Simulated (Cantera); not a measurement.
Input: 1 mol SiCl4, 0.66 mol NH3, 3.7 mol H2, 9.9 mol N2, at 2025 K and 1.05 Torr.

Cantera equilibrium calculation (NASA polynomials, part measured and part estimated; ideal gas, pure solids and liquids). The tables' values for SiCl, SiCl3, SiN are old estimates; treat these amounts as uncertain. Equilibrium is a limit: real reactors are often held back by kinetics, nucleation or transport.

| species | before | after |
|---|---|---|
| N2 | 0.588 | 0.591 |
| HCl | 0.127 | 0.233 |
| H2 | 0.195 | 0.172 |
| SiCl2 | 0.0446 | 0.000251 |
| H | 0.0227 | 8.27e-7 |
| Cl | 0.0110 | 9.88e-7 |
| SiCl4 | 2.52e-7 | 0.00287 |
| Si | 0.00970 | <1e-9 |
| SiCl | 0.00275 | <1e-9 |
| SiH | 0.000103 | <1e-9 |
| SiN | 6.83e-5 | <1e-9 |
| Si2 | 2.49e-5 | <1e-9 |
| Si2N | 2.05e-5 | <1e-9 |
| Si3N4(s), mol | 0 | 0.315 |
Gas species are given as mole fractions.

Q: What was changed between the two runs?
(A) pressure from 1.05 Torr to 0.248 Torr
(B) temperature from 2025 K to 1475 K
(C) temperature from 2025 K to 1150 K
(D) temperature from 2025 K to 1423 K

A: C, temperature from 2025 K to 1150 K. The tables' values for SiCl3 are old estimates; treat these amounts as uncertain
